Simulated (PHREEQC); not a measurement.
A solution holds 0.0079 mol/kgw NH4Cl, 0.0003 mol/kgw NH4HF2 and 0.0016 mol/kgw Na2SeO4, at 25 °C. Closed to the air; pH follows from the charge balance.

Equilibrium calculation in PHREEQC: ion-association model, wateq4f.dat.

Each row changes one thing in this solution. Precipitation was switched off in this run.

| case | pH | HSeO4- (mol/kgw) | NH3 (mol/kgw) | SI of Halite (NaCl) |
|---|---|---|---|---|
| as made | 3.78 | 8.51e-6 | 2.51e-8 | -6.28 |
| diluted 100-fold with water | 5.53 | 2.07e-9 | 1.56e-8 | -10.19 |
| temperature from 25 to 45 °C | 3.85 | ? | 1.08e-7 | -6.33 |
| NH4Cl from 0.0079 to 0.0395 mol/kgw | 3.78 | ? | 1.13e-7 | -5.65 |
| NH4HF2 from 0.0003 to 0.00045 mol/kgw | 3.67 | 1.10e-5 | 1.96e-8 | -6.28 |
| NH4HF2 left out | 5.73 | 9.68e-8 | 2.15e-6 | -6.28 |
| Na2SeO4 from 0.0016 to 0.0024 mol/kgw | 3.79 | ? | 2.53e-8 | -6.11 |

Question: Complete the blanks.

Answer: 
- temperature from 25 to 45 °C, HSeO4- (mol/kgw): 1.22e-5
- NH4Cl from 0.0079 to 0.0395 mol/kgw, HSeO4- (mol/kgw): 6.83e-6
- Na2SeO4 from 0.0016 to 0.0024 mol/kgw, HSeO4- (mol/kgw): 1.23e-5

Constants without temperature data keep their 25 °C values here.
